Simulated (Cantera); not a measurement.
Input: 1 mol HF, 0.31 mol SO2, 0.26 mol N2, at 1.33 mbar.

Equilibrium computed with Cantera from the NASA thermochemical tables; the gas is ideal and each condensed phase is pure. Candidate condensed phases: H2O, H2SO4, S; 100 gas species. Ions and electrons are included (thermal ionisation). Kinetics and transport are ignored.

x: gas mole fraction; nothing condenses.

| T (K) | x F | x H | x HF | x O | x N | x S | x N2 | x SO |
|---|---|---|---|---|---|---|---|---|
| 3000 | 0.166 | 0.160 | 0.229 | 0.210 | 0.000121 | 0.102 | 0.101 | 0.0193 |
| 3250 | 0.255 | 0.252 | 0.0884 | 0.205 | 0.000502 | 0.103 | 0.0883 | 0.00364 |
| 3500 | 0.297 | 0.296 | 0.0249 | 0.197 | 0.00174 | 0.0988 | 0.0824 | 0.000817 |
| 3750 | 0.308 | 0.308 | ? | 0.194 | ? | 0.0974 | 0.0791 | ? |
| 4000 | 0.310 | 0.310 | 0.00208 | 0.193 | 0.0133 | 0.0966 | 0.0743 | 7.80e-5 |
| 4250 | 0.308 | 0.308 | 0.000712 | 0.191 | 0.0294 | 0.0957 | 0.0656 | 2.96e-5 |
| 4500 | 0.305 | 0.304 | ? | 0.189 | ? | 0.0942 | ? | ? |
| 4750 | 0.299 | 0.299 | 0.000112 | 0.185 | 0.0892 | 0.0922 | 0.0332 | 5.55e-6 |
| 5000 | 0.294 | 0.294 | 5.04e-5 | 0.183 | 0.119 | 0.0901 | 0.0171 | 2.70e-6 |

What belongs in the gaps?


- 4500, x HF: 0.000270
- 4500, x N: 0.0558
- 4500, x N2: 0.0512
- 4500, x SO: 1.23e-5
- 3750, x HF: 0.00684
- 3750, x N: 0.00517
- 3750, x SO: 0.000232
